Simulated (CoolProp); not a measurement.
Dimethyl carbonate at 379.09 K and 0.127 MPa is throttled through a valve to 0.0165 MPa with no heat exchange. Each further row changes one setting.

The numbers come from the reference Helmholtz-energy equation of state, Zhou 2011 in CoolProp.

```
case                         temperature change (K)  final density (kg/m³)
---------------------------  ----------------------  ---------------------
as stated                                      -2.3                  0.476
outlet pressure 0.00495 MPa                    -2.5                  0.143
outlet pressure 0.0215 MPa                     -2.2                  0.621
```
